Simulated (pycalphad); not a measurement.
# Effect of Cu content in Si-Cu

Computed with pycalphad from the COST 507 light-alloy database (1999), at 1 atm. The data set is of 1999 and partly superseded. Amounts are mole fractions of atoms.

| alloy | liquidus (K) | first solid | solidus (K) | phases at 1110 K |
|---|---|---|---|---|
| Si-28.54Cu (wt.%) | ? | DIAMOND_A4 | 1074 | ? |
| Si-64.93Cu (wt.%) | 1382 | DIAMOND_A4 | 1074 | LIQUID 0.66, DIAMOND_A4 0.34 |
| Si-77.24Cu (wt.%) | 1235 | DIAMOND_A4 | 1074 | LIQUID 0.89, DIAMOND_A4 0.11 |
| Si-95.32Cu (wt.%) | 1233 | FCC_A1 | 1150 | FCC_A1 1.00 |

**Question.** Some entries are withheld; supply them.

**Answer.** 
- Si-28.54Cu (wt.%), liquidus (K): 1599
- Si-28.54Cu (wt.%), phases at 1110 K: DIAMOND_A4 0.78, LIQUID 0.22

FCC_A1 is fcc; DIAMOND_A4 is diamond (Si).
